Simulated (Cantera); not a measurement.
A Cantera script and what it prints.

```python
import numpy as np
import cantera as ct

gas_names = """
    CL CL2 H HCL H2 Si SiCL SiCL2 SiCL3 SiCL4 SiH SiHCL3 SiH2 SiH2CL2 SiH3 SiH3CL SiH4 Si2 Si3
""".split()
cond_names = """
    Si(cr) Si(L)
""".split()


# ... load() reads the species with a 1 bar reference pressure and builds the phases ...
atoms = {
    'Si': {'Si': 1},
    'Cl2': {'CL': 2},
    'H2': {'H': 2},
    'HCl': {'H': 1, 'CL': 1},
}
top_T = {}  # K; cautious upper limits of use, not melting points


# ... equilibrate(T, P, feed) seeds the gas with the atoms and calls Mixture.equilibrate('TP', solver="vcs", rtol=1e-11, max_steps=5000) ...
results = []
feed = {'Si': 1, 'Cl2': 1.8, 'H2': 8.3, 'HCl': 0.77}  # mol
P = 100000  # Pa
for T in [975, 1025, 1075, 1125, 1175, 1225, 1275, 1325, 1375, 1425, 1475]:
    mix = equilibrate(T, P, feed)
    results.append((T, P, feed, dict(zip(mix.species_names, mix.species_moles))))

top = {s: max(r[3][s] / sum(r[3][g] for g in gas_names) for r in results) for s in gas_names}
cols = sorted((s for s in top if top[s] > 1e-06), key=lambda s: -top[s])[:6]
seen = [c for c in cond_names if any(r[3].get(c, 0) > 1e-12 for r in results)]
print("log10 of partial pressures in bar; condensed amounts in mol")
print(f"{'T/K':>10s}" + "".join(f"{s[:9]:>10s}" for s in cols + seen))
for T, P, feed, n in results:
    ng = sum(n[g] for g in gas_names)
    print(f"{T:10.4g}" + "".join(f"{np.log10(max(n[s] / ng * P / 1e5, 1e-99)):10.3f}" for s in cols)
          + "".join(f"{n.get(c, 0):10.4g}" for c in seen))
```

Output:

```
log10 of partial pressures in bar; condensed amounts in mol
       T/K        H2       HCL     SiCL4     SiCL2    SiHCL3     SiCL3
       975    -0.070    -1.325    -1.038    -5.296    -2.025    -3.893
      1025    -0.072    -1.293    -1.055    -4.598    -1.899    -3.486
      1075    -0.074    -1.259    -1.075    -3.984    -1.796    -3.130
      1125    -0.076    -1.221    -1.100    -3.445    -1.715    -2.817
      1175    -0.079    -1.180    -1.129    -2.975    -1.656    -2.547
      1225    -0.083    -1.133    -1.166    -2.572    -1.622    -2.318
      1275    -0.088    -1.080    -1.212    -2.236    -1.614    -2.130
      1325    -0.094    -1.021    -1.270    -1.963    -1.634    -1.984
      1375    -0.102    -0.960    -1.344    -1.745    -1.681    -1.876
      1425    -0.110    -0.901    -1.438    -1.575    -1.753    -1.804
      1475    -0.118    -0.848    -1.553    -1.442    -1.847    -1.763
```

Cantera equilibrium calculation (NASA polynomials, part measured and part estimated; ideal gas, pure solids and liquids). The tables' values for SiCl3 are old estimates; treat these amounts as uncertain.
